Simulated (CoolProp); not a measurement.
n-nonane along the isotherm 572.9 K: density (kg/m³) from the reference equation and from simpler models built on Tc = 594.5 K, pc = 2.282 MPa, ω = 0.443; each cubic takes its own stable root.

Model: reference Helmholtz-energy equation of state, Lemmon 2006, in CoolProp. It is a short technical equation, of lower accuracy than the large ones.

```csv
p (MPa),phase,reference,Redlich-Kwong,Soave-Redlich-Kwong
0.0361,gas,0.9782,0.9779,0.9781
0.0609,gas,1.658,1.657,1.657
0.103,gas,2.825,2.822,2.824
0.173,gas,4.808,4.799,4.803
0.293,gas,8.338,8.307,8.321
0.494,gas,14.68,14.57,14.62
0.833,gas,27.00,26.53,26.70
1.41,gas,57.32,53.91,55.05
2.37,liquid,423.8,311.7,329.1
4.01,liquid,450.5,356.6,366.8
6.76,liquid,476.0,395.3,402.1
11.4,liquid,502.7,433.3,438.0
```
